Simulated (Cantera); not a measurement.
**Equilibrium for carbon deposition, reforming and gasification: C3H6 + H2O**

A closed system holds: 1 mol C3H6, 0.035 mol H2O, equilibrated at 490 Pa.

Method: chemical equilibrium by Gibbs-energy minimisation in Cantera with the NASA 1993 tables (ideal gas, pure condensed phases). Candidate condensed phases: C, C6H6, C7H8, C8H18, H2O; 110 gas species. Rates play no part.

```
T (K)  log p H2  log p H  log p C3  log p CO  log p C2H2 (acetylene)  log p C2H  log p C  log p C2  n C(graphite)
-----  --------  -------  --------  --------  ----------------------  ---------  -------  --------  -------------
1075      -2.31    -8.99      <-14     -4.25                  -10.44       <-14     <-14      <-14           2.96
1275      -2.31    -7.29      <-14     -4.25                   -8.73       <-14     <-14      <-14           2.96
1475      -2.31    -6.04      <-14     -4.25                   -7.49     -14.01     <-14      <-14           2.96
1675      -2.32    -5.09      <-14     -4.25                   -6.55     -11.63   -14.15      <-14           2.96
1875      -2.32    -4.34    -11.99     -4.25                   -5.82      -9.77   -11.76    -13.07           2.96
2075      -2.33    -3.74     -9.78     -4.26                   -5.24      -8.27    -9.84    -10.85           2.96
2275      -2.37    -3.26     -7.98     -4.28                   -4.79      -7.05    -8.26     -9.03           2.94
2475      -2.46    -2.88     -6.47     -4.32                   -4.47      -6.06    -6.93     -7.51           2.91
2675      -2.64    -2.61     -5.20     -4.38                   -4.30      -5.27    -5.80     -6.22           2.85
2875      -2.95    -2.45     -4.11     -4.46                   -4.32      -4.67    -4.83     -5.11           2.54
```
log p: log10 of the partial pressure in bar; n: condensed amount in mol.

From 1075 K to 2875 K the condensed part is C(graphite). The main C-bearing gas is CO at 1075 K and C3 at 2875 K.
